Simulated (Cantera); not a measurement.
**Transport properties of process gases**

Gas mixture: 100 % O₂, at 10.00 Torr, frozen composition.

Cantera's kinetic-theory transport with the Lennard-Jones parameters of GRI-Mech 3.0, ideal gas; thermal conductivity in the mixture-averaged form.

```tsv
T (K)	ρ (kg/m³)	cp (J/kg/K)	μ (µPa s)	λ (mW/m/K)	Pr	D (cm²/s) CH₄	D (cm²/s) CH₃	D (cm²/s) CO₂
400	0.0128	941.4	25.6	33.9	0.713	28.6	28.8	20.1
600	0.00855	1003	34.1	48.2	0.709	57.8	58.1	41.1
800	0.00641	1055	41.4	61.4	0.710	94.1	94.6	67.4
1000	0.00513	1090	47.9	73.6	0.710	137	138	98.5
1200	0.00428	1114	54.0	84.9	0.708	186	187	134
1400	0.00366	1134	59.7	95.7	0.707	240	241	173
```
D: mixture-averaged diffusion coefficient of that species in the mixture.
